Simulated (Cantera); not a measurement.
Feed: 1 mol CO, 0.062 mol NH3, 36 mol N2, 0.0068 mol O2, held at 88.0 Pa.

Equilibrium computed with Cantera from the NASA thermochemical tables; the gas is ideal and each condensed phase is pure. Candidate condensed phases: C, C6H6, C7H8, C8H18, H2O; 136 gas species. Rates play no part. All values below are at 2698 K.

Base state: N2 0.968, CO 0.0269, H 0.00498, O 0.000340, N 5.31e-5, NO 2.16e-5 (mole fractions); condensed: gas only.

Question: What changes in the equilibrium state with this change: N2 from 36 to 0.23 mol?

Answer: 
| species | before | after |
|---|---|---|
| CO | 0.0269 | 0.687 |
| N2 | 0.968 | 0.180 |
| H | 0.00498 | 0.120 |
| H2O | 3.97e-9 | 4.96e-5 |
| H2 | 6.87e-6 | 0.00396 |
| CO2 | 2.31e-6 | 0.00128 |
| OH | 7.36e-7 | 0.000383 |
| O2 | 7.95e-8 | 3.73e-5 |
